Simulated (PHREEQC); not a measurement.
## Acid rinse or clean: an equilibrium model

Dissolve 0.082 mol HBr, 0.023 mol ZnSO4 and 0.0014 mol MgCl2 per kg of water at 20 °C. Closed to the air; pH follows from the charge balance.

Computed with PHREEQC (ion-association model, phreeqc.dat).

Each row changes one thing in this solution. Precipitation was switched off in this run.

```json
[
 {"case": "as made", "pH": "1.25", "ionic strength (mol/kgw)": "0.138", "Zn+2 (mol/kgw)": "0.0196", "HSO4- (mol/kgw)": "0.0133", "SO4-2 (mol/kgw)": "0.00617", "ZnSO4 (mol/kgw)": "0.00304", "SI of Zn(OH)2(e) (Zn(OH)2)": "-11.17"},
 {"case": "diluted 5-fold with water", "pH": "1.89", "ionic strength (mol/kgw)": "0.0298", "Zn+2 (mol/kgw)": "0.00399", "HSO4- (mol/kgw)": "0.00164", "SO4-2 (mol/kgw)": "0.00232", "ZnSO4 (mol/kgw)": "0.000589", "SI of Zn(OH)2(e) (Zn(OH)2)": "-10.39"},
 {"case": "MgCl2 replaced by MgBr2 at the same molality", "pH": "1.25", "ionic strength (mol/kgw)": "0.138", "Zn+2 (mol/kgw)": "0.0197", "HSO4- (mol/kgw)": "0.0133", "SO4-2 (mol/kgw)": "0.00617", "ZnSO4 (mol/kgw)": "0.00304", "SI of Zn(OH)2(e) (Zn(OH)2)": "-11.17"},
 {"case": "diluted 100-fold with water", "pH": "3.11", "ionic strength (mol/kgw)": "0.00173", "Zn+2 (mol/kgw)": "0.000223", "HSO4- (mol/kgw)": "1.24e-5", "SO4-2 (mol/kgw)": "0.000210", "ZnSO4 (mol/kgw)": "7.33e-6", "SI of Zn(OH)2(e) (Zn(OH)2)": "-9.01"},
 {"case": "MgCl2 from 0.0014 to 0.00126 mol/kgw", "pH": "1.25", "ionic strength (mol/kgw)": "0.137", "Zn+2 (mol/kgw)": "0.0196", "HSO4- (mol/kgw)": "0.0133", "SO4-2 (mol/kgw)": "0.00617", "ZnSO4 (mol/kgw)": "0.00305", "SI of Zn(OH)2(e) (Zn(OH)2)": "-11.17"},
 {"case": "MgCl2 from 0.0014 to 0.007 mol/kgw", "pH": "1.25", "ionic strength (mol/kgw)": "0.153", "Zn+2 (mol/kgw)": "0.0197", "HSO4- (mol/kgw)": "0.0128", "SO4-2 (mol/kgw)": "0.00615", "ZnSO4 (mol/kgw)": "0.00282", "SI of Zn(OH)2(e) (Zn(OH)2)": "-11.19"}
]
```
